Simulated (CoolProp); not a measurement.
Computed with CoolProp (reference Helmholtz-energy equation of state, Thol 2016).

Question: Give the vapour pressure (MPa), vapour density (kg/m³), enthalpy of vaporisation (kJ/kg), liquid cp (kJ/(kg K)) of saturated hexamethyldisiloxane (MM) at 320.6, 328.6 K.

Answer: 
```tsv
T (K)	p (MPa)	vapour density (kg/m³)	enthalpy of vaporisation (kJ/kg)	liquid cp (kJ/(kg K))
320.6	0.0158	0.978	219	1.96
328.6	0.0219	1.33	215	1.98
```
